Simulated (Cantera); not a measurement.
Cantera run:

```python
import numpy as np
import cantera as ct

gas_names = """
    B BH BH2 BH3 BN B2 H H2 N NH NH2 NH3 N2 N2H2 N2H4
""".split()
cond_names = """
    B(b) B(L) BN(s)
""".split()


# ... load() reads the species with a 1 bar reference pressure and builds the phases ...
atoms = {
    'BN': {'B': 1, 'N': 1},
    'H2': {'H': 2},
}
top_T = {'BN(s)': 3200}  # K; cautious upper limits of use, not melting points


# ... equilibrate(T, P, feed) seeds the gas with the atoms and calls Mixture.equilibrate('TP', solver="vcs", rtol=1e-11, max_steps=5000) ...
results = []
feed = {'BN': 1, 'H2': 0.14}  # mol
T = 2100  # K
P = 10000  # Pa
mix = equilibrate(T, P, feed)
results.append((T, P, feed, dict(zip(mix.species_names, mix.species_moles))))
print(gas.report(threshold=0.001))
for i in range(1, mix.n_phases):
    print(f"{mix.phase(i).name:16s} {mix.phase_moles(i):12.5e} mol")
```

Result:

```
       temperature   2100 K
          pressure   10000 Pa
           density   0.0012266 kg/m^3
  mean mol. weight   2.1417 kg/kmol
   phase of matter   gas

                          1 kg             1 kmol
                     ---------------   ---------------
          enthalpy        2.7351e+07        5.8578e+07  J
   internal energy        1.9198e+07        4.1118e+07  J
           entropy             98093        2.1009e+05  J/K
    Gibbs function       -1.7865e+08       -3.8261e+08  J
 heat capacity c_p             16070             34418  J/K
 heat capacity c_v             12188             26104  J/K

                      mass frac. Y      mole frac. X     chem. pot. / RT
                     ---------------   ---------------   ---------------
                 H         0.0046012         0.0097763           -10.978
                H2           0.92674           0.98453           -21.955
                N2          0.063752          0.004874           -34.733
     [  +12 minor]         0.0049091        0.00081974

B(b)              1.26232e-03 mol
BN(s)             9.98622e-01 mol
```

Equilibrium computed with Cantera from the NASA thermochemical tables; the gas is ideal and each condensed phase is pure. Mutual solubility and eutectic melting of coexisting phases are not modelled. The tables' values for BH2 are old estimates; treat these amounts as uncertain. Gases not in the tables: B2H6 and higher boranes.
